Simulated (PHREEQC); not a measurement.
PHREEQC input (ion-association model, phreeqc.dat):

```
SOLUTION 0
  temp 40
  units mmol/kgw
  pH 7 charge
  S(6) 0.56
  Mg 0.56
  Cl 146.01
  Cd 73
  O(0) 1 O2(g) -0.68
SOLUTION 1-40
  temp 40
  units mmol/kgw
  pH 7 charge
  Cl 1.14
  K 0.66
  Na 0.47
  O(0) 1 O2(g) -0.68
END
EXCHANGE 1-40
  X 0.2
  -equilibrate 1
END
SELECTED_OUTPUT 1
  -reset false
  -pH true
  -pe true
  -ionic_strength true
  -water true
  -step true
  -totals Cd Cl K Mg Na S S(-2) S(6)
  -molalities CdX2 MgX2 NaX KX
  -saturation_indices Halite Sylvite Cd(OH)2
PRINT
  -reset false
TRANSPORT
  -cells 40
  -shifts 198
  -lengths 0.025
  -time_step 300
  -dispersivities 0.05
  -boundary_conditions flux flux
  -correct_disp true
  -punch_cells 40
  -punch_frequency 6
END
```

Selected output (columns that matter, 19 of 34 rows; pore volumes added in front):

```
pore volumes	pH	mu	Cd	Cl	K	Mg	Na	S	m_CdX2	m_MgX2	m_NaX	si_Halite	si_Sylvite	si_Cd(OH)2
0	5.0159	0.00114	0	0.00114	0.00066	0	0.00047	0	0	0	0.026749	-7.8863	-7.1289	-1000
0.3125	5.016	0.0011483	0	0.0011482	0.00066485	0	0.00047345	3.1839e-08	0	0	0.026749	-7.8801	-7.1227	-1000
0.6125	5.0447	0.012073	0	0.011952	0.0070241	0	0.0050016	4.1795e-05	0	0	0.026749	-5.9048	-5.149	-1000
0.9125	5.0815	0.066156	9.3507e-06	0.065501	0.039325	7.5412e-15	0.026645	0.00024879	3.2718e-05	7.9102e-14	0.025616	-4.5364	-3.7655	-9.5257
1.0625	5.0875	0.093003	0.0016773	0.09339	0.059225	1.683e-10	0.031514	0.0003566	0.0021038	7.884e-10	0.020258	-4.3416	-3.4687	-7.4008
1.3625	5.0723	0.11499	0.016684	0.12799	0.074021	1.6877e-07	0.021568	0.00049034	0.010786	4.6201e-07	0.010606	-4.4405	-3.3083	-6.5165
1.6625	5.0563	0.11677	0.030052	0.14087	0.070525	1.8925e-06	0.011306	0.00054012	0.018897	4.9756e-06	0.0054503	-4.7253	-3.3338	-6.2896
1.9625	5.0456	0.11399	0.03881	0.14469	0.062685	6.835e-06	0.0054685	0.00055489	0.026862	1.9065e-05	0.0027158	-5.0575	-3.4015	-6.181
2.2625	5.0379	0.11082	0.044999	0.14569	0.05422	1.5797e-05	0.0025491	0.00055877	0.034837	4.7514e-05	0.0013146	-5.4062	-3.4814	-6.1125
2.4125	5.0347	0.10938	0.047545	0.14586	0.050105	2.1914e-05	0.0017253	0.0005594	0.038817	6.8359e-05	0.00090614	-5.5837	-3.5235	-6.086
2.7125	5.0293	0.10691	0.051944	0.14597	0.04234	3.7578e-05	0.00078031	0.00055986	0.046681	0.00012522	0.00042358	-5.9427	-3.6108	-6.0422
3.0125	5.0248	0.10489	0.055669	0.146	0.03531	5.7908e-05	0.00034815	0.00055997	0.054273	0.00020398	0.0001943	-6.3058	-3.702	-6.0073
3.3125	5.0211	0.10325	0.058867	0.14601	0.029065	8.2811e-05	0.00015363	0.00055999	0.061405	0.00030519	8.7695e-05	-6.672	-3.7974	-5.9787
3.6125	5.0179	0.10193	0.061607	0.14601	0.023615	0.00011191	6.7153e-05	0.00056	0.067915	0.00042754	3.9028e-05	-7.0409	-3.8969	-5.9552
3.9125	5.0152	0.10088	0.06393	0.14601	0.018943	0.00014453	2.9114e-05	0.00056	0.073687	0.00056792	1.716e-05	-7.412	-4.0006	-5.9359
4.2125	5.013	0.10004	0.065871	0.14601	0.015007	0.00017972	1.2533e-05	0.00056	0.078663	0.00072171	7.4674e-06	-7.7848	-4.1085	-5.9202
4.3625	5.0121	0.099697	0.066709	0.14601	0.013298	0.00019794	8.2036e-06	0.00056	0.08085	0.00080195	4.9094e-06	-7.9719	-4.1639	-5.9135
4.6625	5.0105	0.099125	0.068146	0.14601	0.010354	0.00023492	3.5e-06	0.00056	0.084647	0.00096558	2.1096e-06	-8.3469	-4.2776	-5.9022
4.9625	5.0092	0.09869	0.069299	0.14601	0.0079774	0.00027171	1.4859e-06	0.00056	0.087727	0.0011289	9.0046e-07	-8.723	-4.3949	-5.8933
```

Constants without temperature data keep their 25 °C values here.
